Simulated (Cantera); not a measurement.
An adiabatic, constant-pressure homogeneous reactor starts with C₃H₈ : O₂ : N₂ : CO₂ = 1 : 6.25 : 48.1 : 2.5 (molar parts), at 1298 K and 1.01 bar. Integrator tolerance rtol = 1e-08.

Cantera simulation using GRI-Mech 3.0 (53 species, 325 reactions); the numbers are that mechanism's predictions, not measurements. GRI-Mech 3.0 was tuned for natural gas; its chemistry of propane as a main component is partial and can be far from experiment.

**Question.** What does this change do: constant volume in place of constant pressure?

**Answer.** 
```tsv
quantity	before	after
time of steepest temperature rise	1.56 ms	1.48 ms
temperature at 1.00 s	2160 K	2341 K
equilibrium temperature	2159 K	2341 K
x(C₃H₈) at 1.00 s	<1e-12 (gas-phase equilibrium <1e-12)	<1e-12 (gas-phase equilibrium <1e-12)
x(O₂) at 1.00 s	0.0205 (gas-phase equilibrium 0.0204)	0.0210 (gas-phase equilibrium 0.0210)
x(CO₂) at 1.00 s	0.0904 (gas-phase equilibrium 0.0904)	0.0864 (gas-phase equilibrium 0.0864)
x(CO) at 1.00 s	0.00286 (gas-phase equilibrium 0.00286)	0.00658 (gas-phase equilibrium 0.00658)
x(C₂H₄) at 1.00 s	<1e-12 (gas-phase equilibrium <1e-12)	<1e-12 (gas-phase equilibrium <1e-12)
x(HCN) at 1.00 s	<1e-12 (gas-phase equilibrium <1e-12)	9.13e-12 (gas-phase equilibrium 9.13e-12)
x(CH₂CO) at 1.00 s	<1e-12 (gas-phase equilibrium <1e-12)	<1e-12 (gas-phase equilibrium <1e-12)
```

**Question.** What does this change do: 0.43 parts H2 added?

**Answer.** 
| quantity | before | after |
|---|---|---|
| time of steepest temperature rise | 1.56 ms | 1.30 ms |
| temperature at 1.00 s | 2160 K | 2190 K |
| equilibrium temperature | 2159 K | 2190 K |
| x(C₃H₈) at 1.00 s | <1e-12 (gas-phase equilibrium <1e-12) | <1e-12 (gas-phase equilibrium <1e-12) |
| x(O₂) at 1.00 s | 0.0205 (gas-phase equilibrium 0.0204) | 0.0172 (gas-phase equilibrium 0.0172) |
| x(CO₂) at 1.00 s | 0.0904 (gas-phase equilibrium 0.0904) | 0.0890 (gas-phase equilibrium 0.0890) |
| x(CO) at 1.00 s | 0.00286 (gas-phase equilibrium 0.00286) | 0.00382 (gas-phase equilibrium 0.00382) |
| x(C₂H₄) at 1.00 s | <1e-12 (gas-phase equilibrium <1e-12) | <1e-12 (gas-phase equilibrium <1e-12) |
| x(HCN) at 1.00 s | <1e-12 (gas-phase equilibrium <1e-12) | 1.48e-12 (gas-phase equilibrium 1.50e-12) |
| x(CH₂CO) at 1.00 s | <1e-12 (gas-phase equilibrium <1e-12) | <1e-12 (gas-phase equilibrium <1e-12) |
